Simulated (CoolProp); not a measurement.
A single-stage vapour-compression cycle with propylene: evaporating at 227.15 K (dew point), condensing at 292.15 K (bubble point), superheat 0 K, subcooling 0 K, compressor efficiency 0.6, no pressure losses. Each further row changes one setting.

Model: reference Helmholtz-energy equation of state, Lemmon 2013, in CoolProp.

```csv
case,cooling COP,pressure ratio,discharge temperature (K),refrigerating effect (kJ/kg),volumetric capacity (kJ/m³)
as stated,1.56,9.09,356.4,283,714
evaporating temperature 232.15 K,[?],7.31,[?],288,891
condensing temperature 287.15 K,[?],7.97,[?],296,747
subcooling 5 K,[?],9.09,356.4,296,746
superheat 10 K,1.56,9.09,[?],296,713
compressor efficiency 0.5,[?],9.09,375.5,283,714
```

Problem. Complete the blanks.

Solution. 
- evaporating temperature 232.15 K, cooling COP: 1.76
- evaporating temperature 232.15 K, discharge temperature (K): 349.4
- condensing temperature 287.15 K, cooling COP: 1.74
- condensing temperature 287.15 K, discharge temperature (K): 348.5
- subcooling 5 K, cooling COP: 1.63
- superheat 10 K, discharge temperature (K): 368.2
- compressor efficiency 0.5, cooling COP: 1.30
